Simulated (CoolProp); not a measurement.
R236EA along the isobar 46 bar: density (kg/m³) from the reference equation and from simpler models built on Tc = 412.4 K, pc = 34.14 bar, ω = 0.368; each cubic takes its own stable root.

Model: reference Helmholtz-energy equation of state, Rui 2013, in CoolProp.

```
T (K)   phase  reference  van der Waals  Redlich-Kwong  Soave-Redlich-Kwong  Peng-Robinson
-----  ------  ---------  -------------  -------------  -------------------  -------------
262.8  liquid       1544          938.5           1357                 1417           1597
266.9  liquid       1533          932.9           1346                 1407           1586
271    liquid       1522          927.1           1336                 1397           1576
275    liquid       1510          921.4           1325                 1387           1565
279.1  liquid       1499          915.5           1314                 1377           1553
283.2  liquid       1487          909.5           1303                 1366           1542
287.3  liquid       1475          903.5           1291                 1355           1530
291.3  liquid       1464          897.4           1280                 1344           1518
295.4  liquid       1452          891.2           1268                 1333           1505
299.5  liquid       1439          884.8           1256                 1321           1492
303.6  liquid       1427          878.3           1244                 1309           1479
307.7  liquid       1414          871.7           1231                 1297           1465
311.7  liquid       1402          865.2           1219                 1284           1451
315.8  liquid       1389          858.3           1206                 1271           1436
```
